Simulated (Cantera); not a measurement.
# Ignition delay

Mixture: C₃H₈ : O₂ : N₂ = 1 : 3.85 : 14.5 (molar parts), at 2800000 Pa, adiabatic and at constant pressure. Ignition delay is the time to a rise of 400 K.

Computed with Cantera and GRI-Mech 3.0 (53 species, 325 reactions). GRI-Mech 3.0 was tuned for natural gas; its chemistry of propane as a main component is partial and can be far from experiment. The pressure lies above the range GRI-Mech 3.0 was tuned for (to about 10 atm).

| T0 (K) | delay (ms) |
|---|---|
| 1000 | 25.4 |
| 1075 | 6.46 |
| 1150 | 1.78 |
| 1225 | 0.513 |
| 1300 | 0.157 |
| 1375 | 0.0527 |
| 1450 | 0.0199 |
| 1525 | 0.00856 |
| 1600 | 0.00419 |

```json
{
  "apparent activation energy between 1450 and 1600 K": "200 kJ/mol"
}
```
